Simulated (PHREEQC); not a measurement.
Synthetic water in mg/L, 20 °C, pH 6.41, pe 8.1:

| constituent | mg/L |
|---|---|
| Na | 0.0138 |
| K | 0.0115 |
| Ca | 0.0695 |
| Mg | 0.0182 |
| Cl | 0.0622 |
| S(6) as SO4 | 0.00506 |
| Alkalinity as HCO3 | 0.245 |
| Cu(2) | 0.000962 |

Valence states are taken as typed.

All values are PHREEQC results (ion-association model, phreeqc.dat), not measurements.

No solid was allowed to form.

Problem. What charge-balance error does the model give?

Solution. charge-balance error 0.1 %.

Problem. In which forms is Cu present?

Solution. Cu+2 86 %, Cu(OH)2 12 %, CuOH+ 2.2 % of the Cu.

Complexes and solids missing from the database can't appear. The database's constant for dissolved Cu(OH)2 is higher than later reviews accept.
